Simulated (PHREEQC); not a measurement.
1 kg of water holding 3.6 mmol/kgw K2SO4, 4.7 mmol/kgw MgSO4 and 43 mmol/kgw Na2SO4 is evaporated at 75 °C; the solids stay in contact with the brine. No CO2 enters from the air. The run lets Arcanite, Bloedite, Brucite, Epsomite, Glaserite, Hexahydrite, Kieserite, Leonite, Mirabilite, Misenite, Schoenite, Thenardite precipitate or redissolve, and no other solid.

Computed with PHREEQC (Pitzer model, pitzer.dat).

```tsv
water left (kg)	ionic strength	water activity	Thenardite (mol)	Mg in solution (mol/kgw)	K in solution (mol/kgw)
1	0.159	0.998	0	0.00470	0.00720
0.8219	0.193	0.997	0	0.00572	0.00876
0.5552	0.286	0.996	0	0.00847	0.0130
0.4563	0.348	0.996	0	0.0103	0.0158
0.375	0.423	0.995	0	0.0125	0.0192
0.3082	0.515	0.994	0	0.0152	0.0234
0.2082	0.762	0.991	0	0.0226	0.0346
0.1711	0.927	0.989	0	0.0275	0.0421
0.1407	1.13	0.987	0	0.0334	0.0512
0.09502	1.67	0.981	0	0.0495	0.0758
0.07809	2.03	0.977	0	0.0602	0.0922
0.06418	2.47	0.973	0	0.0732	0.112
0.05275	3.01	0.967	0	0.0891	0.136
0.03564	4.45	0.952	0	0.132	0.202
0.0293	5.41	0.942	0	0.160	0.246
0.02407	6.59	0.930	0	0.195	0.299
0.01627	9.75	0.899	0	0.289	0.442
0.01337	11.4	0.884	0.00213	0.351	0.538
0.01099	11.9	0.881	0.00925	0.428	0.655
0.00903	12.6	0.878	0.0151	0.520	0.797
0.006093	14.4	0.869	0.0237	0.771	1.18
0.005012	15.7	0.864	0.0266	0.938	1.44
```

Thenardite from water left = 0.01337 kg.

Complexes and solids missing from the database can't appear. Constants without temperature data keep their 25 °C values here.
